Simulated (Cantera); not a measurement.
## Nitride etching: AlN + Cl2

Charge: 1 mol AlN, 2.3 mol Cl2, at 13300 Pa.

Cantera equilibrium calculation (NASA polynomials, part measured and part estimated; ideal gas, pure solids and liquids). Candidate condensed phases: Al, AlCl3, AlN; 11 gas species. The numbers say what is thermodynamically allowed, not how fast it happens.

| T (K) | x AlCl3 | x Cl2 | x N2 | x Cl | x Al2Cl6 |
|---|---|---|---|---|---|
| 823 | 0.375 | 0.361 | 0.226 | 2.59e-5 | 0.0381 |
| 923 | 0.423 | 0.350 | 0.219 | 0.000181 | 0.00758 |
| 1023 | 0.432 | 0.348 | 0.218 | 0.000878 | 0.00181 |
| 1123 | 0.433 | 0.346 | 0.217 | 0.00323 | 0.000554 |
| 1223 | 0.432 | 0.341 | 0.216 | 0.00957 | 0.000206 |
| 1323 | 0.429 | 0.332 | 0.215 | 0.0239 | 8.95e-5 |
| 1423 | 0.423 | 0.313 | 0.212 | 0.0519 | 4.34e-5 |
x: gas mole fraction; nothing condenses.

From 823 K to 1423 K nothing is condensed. The main Al-bearing gas is AlCl3 throughout.
